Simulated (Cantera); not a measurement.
Charge: 1 mol SiH4, 50 mol NH3, held at 0.230 bar.

Equilibrium computed with Cantera from the NASA thermochemical tables; the gas is ideal and each condensed phase is pure. Candidate condensed phases: Si, Si3N4; 18 gas species. The tables' values for SiN are old estimates; treat these amounts as uncertain. Gases not in the tables: Si2H6 and higher silanes. Rates play no part.

Question: At 2075 K, list the 5 most abundant gas species with their mole fractions, and the condensed phases.

Answer: H2 0.750, N2 0.244, H 0.00481, Si 0.000443, SiH2 0.000120. Condensed: Si(l).
